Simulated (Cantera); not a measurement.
A closed system holds: 1 mol S, 0.0049 mol SO₂, 0.93 mol H₂, 0.041 mol H₂O, held at 0.000100 bar.

Cantera equilibrium calculation (NASA polynomials, part measured and part estimated; ideal gas, pure solids and liquids). Candidate condensed phases: H₂O, H₂SO₄, S; 19 gas species. Gases not in the tables: S₃ to S₇. Equilibrium is a limit: real reactors are often held back by kinetics, nucleation or transport.

x: gas mole fraction; nothing condenses.

```tsv
T (K)	x H₂S	x H₂	x S₂	x H₂O	x SH
775	0.781	0.0875	0.0837	0.0479	5.16e-6
875	?	?	?	?	?
975	?	?	?	0.0403	?
1075	0.172	0.506	0.284	0.0374	0.000581
1175	0.0854	0.565	0.312	0.0359	0.00131
1275	0.0442	0.593	0.325	0.0350	0.00249
1375	0.0245	0.606	0.330	0.0342	0.00422
1475	0.0144	0.611	0.331	0.0331	0.00658
```

Question: Fill in the missing entries.

Answer: 
- 875, x H₂S: 0.572
- 875, x H₂: 0.231
- 875, x S₂: 0.152
- 875, x H₂O: 0.0443
- 875, x SH: 4.27e-5
- 975, x H₂S: 0.337
- 975, x H₂: 0.393
- 975, x S₂: 0.230
- 975, x SH: 0.000196
